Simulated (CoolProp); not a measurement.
Saturation properties of chloromethane (R40).

Values from CoolProp's reference Helmholtz-energy equation of state, Thol 2014.

| T (°C) | p (bar) | liquid density (kg/m³) | liquid cp (kJ/(kg K)) | surface tension (mN/m) |
|---|---|---|---|---|
| 15.35 | 4.316 | 931.0 | 1.607 | (withheld) |
| 26.45 | 6.021 | 908.8 | 1.630 | (withheld) |
| 37.55 | 8.185 | 885.7 | 1.660 | 13.4 |
| 48.65 | 10.88 | 861.3 | 1.700 | 11.7 |
| 59.75 | 14.17 | (withheld) | 1.752 | 10.1 |
| 70.85 | 18.15 | 808.1 | 1.819 | 8.46 |
| 81.95 | 22.88 | 778.5 | 1.912 | 6.91 |
| 93.05 | (withheld) | 745.9 | (withheld) | 5.41 |
| 104.15 | 34.98 | (withheld) | (withheld) | 3.99 |
| 115.15 | 42.46 | 666.7 | 2.604 | 2.67 |

Task: Fill in the missing entries.

Result: 
- 15.35, surface tension (mN/m): 16.9
- 26.45, surface tension (mN/m): 15.2
- 59.75, liquid density (kg/m³): 835.6
- 93.05, p (bar): 28.46
- 93.05, liquid cp (kJ/(kg K)): 2.043
- 104.15, liquid density (kg/m³): 709.3
- 104.15, liquid cp (kJ/(kg K)): 2.247

It boils at -24.0 °C under 1 atm.

Surface tension comes from a separate correlation (Mulero 2014).
